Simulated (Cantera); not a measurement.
Low-pressure radical oxidation in H2/O2

An isothermal, constant-pressure homogeneous reactor starts with H2 : O2 : N2 = 0.067 : 1 : 0.5 (molar parts), equivalence ratio 0.034, at 1223 K and 0.0263 atm.

Detailed kinetics in Cantera: GRI-Mech 3.0 (53 species, 325 reactions). Radical loss at walls, strong at low pressure, is not modelled. The temperature is held fixed by assumption; the heat of reaction is taken as removed at once.

| t (s) | x H2 | x O2 | x HO2 | x O | x H |
|---|---|---|---|---|---|
| 0.000200 | 0.0428 | 0.638 | 1.56e-8 | 3.52e-8 | 2.13e-8 |
| 0.000397 | 0.0428 | 0.638 | 3.33e-8 | 3.98e-7 | 2.22e-7 |
| 0.000790 | 0.0427 | 0.638 | 3.26e-7 | 3.87e-5 | 2.14e-5 |
| 0.00157 | 0.00771 | 0.613 | 5.27e-6 | 0.0176 | 0.00926 |
| 0.00312 | 0.000841 | 0.608 | 4.62e-6 | 0.0244 | 0.00658 |
| 0.00620 | 0.000680 | 0.612 | 4.42e-6 | 0.0198 | 0.00477 |
| 0.0123 | 0.000473 | 0.618 | 4.02e-6 | 0.0134 | 0.00267 |
| 0.0245 | 0.000252 | 0.624 | 3.27e-6 | 0.00698 | 0.00101 |
| 0.0487 | 9.96e-5 | 0.628 | 2.19e-6 | 0.00272 | 0.000246 |
| 0.0968 | 3.14e-5 | 0.629 | 1.16e-6 | 0.000858 | 4.35e-5 |
| 0.192 | 9.06e-6 | 0.630 | 5.04e-7 | 0.000249 | 6.82e-6 |
| 0.382 | 2.69e-6 | 0.630 | 1.96e-7 | 7.45e-5 | 1.12e-6 |
| 0.760 | 8.68e-7 | 0.630 | 7.55e-8 | 2.42e-5 | 2.07e-7 |
| 1.51 | 3.09e-7 | 0.630 | 3.09e-8 | 8.71e-6 | 4.47e-8 |
| 3.00 | 1.21e-7 | 0.630 | 1.46e-8 | 3.43e-6 | 1.10e-8 |
x: mole fraction; the columns are a selection and need not sum to one.

Equilibrium at this temperature and pressure: H2 6.89e-9, O2 0.630, HO2 1.05e-8, O 1.98e-7, H 1.54e-10 (gas phase only).
